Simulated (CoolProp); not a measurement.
Properties of sulfur hexafluoride along the isotherm 121.35 °C (Tc = 45.6 °C, pc = 3.755 MPa, ω = 0.210).

Model: reference Helmholtz-energy equation of state, Guder 2009, in CoolProp.

| p (MPa) | phase | Z | cp (kJ/(kg K)) | speed of sound (m/s) | expansivity (1/kK) | conductivity (mW/(m K)) | Prandtl number |
|---|---|---|---|---|---|---|---|
| 2.35 | gas | ___ | 0.8456 | 142.7 | 3.734 | ___ | 0.790 |
| 4.69 | supercritical | 0.7884 | 0.9385 | 131.1 | 5.701 | 25.1 | 0.890 |
| 7.04 | supercritical | 0.6887 | 1.082 | 125.6 | 8.344 | 30.2 | ___ |
| 9.39 | supercritical | ___ | 1.192 | 134.4 | 9.431 | 37.1 | 1.29 |
| 11.7 | supercritical | 0.6230 | 1.192 | ___ | 8.117 | 43.3 | 1.43 |
| 14.1 | supercritical | 0.6520 | 1.152 | 183.3 | 6.494 | 48.4 | 1.52 |
| 16.4 | supercritical | 0.6949 | 1.116 | 208.8 | 5.370 | 52.3 | 1.58 |
| 18.8 | supercritical | ___ | 1.088 | 233.5 | 4.558 | 55.6 | 1.64 |

### Question
Complete the blanks.

### Answer

- 2.35, Z: 0.8962
- 2.35, conductivity (mW/(m K)): 22.2
- 7.04, Prandtl number: 1.07
- 9.39, Z: 0.6287
- 11.7, speed of sound (m/s): 156.2
- 18.8, Z: 0.7468

Viscosity comes from a separate model (Quiñones-Cisneros 2012). Thermal conductivity comes from a separate model (Assael 2012).
